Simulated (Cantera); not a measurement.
Feed: 1 mol PbS, 240 mol H2, equilibrated at 0.133 bar.

Method: chemical equilibrium by Gibbs-energy minimisation in Cantera with the NASA 1993 tables (ideal gas, pure condensed phases). Candidate condensed phases: Pb, PbS, S; 10 gas species. Rates play no part.

**Question.** Which condensed phases are stable at each of these points (T (K)): 1023, 1098, 1173, 1248, 1323, 1398, 1473, 1548, 1623?

**Answer.** 
```csv
T (K),condensed phases,Pb condensed (%)
1023,Pb(l),89.9
1098,Pb(l),63.6
1173,gas only,0.0
1248,gas only,0.0
1323,gas only,0.0
1398,gas only,0.0
1473,gas only,0.0
1548,gas only,0.0
1623,gas only,0.0
```

From 1023 K to 1098 K the condensed part is Pb(l). From 1173 K to 1623 K nothing is condensed.
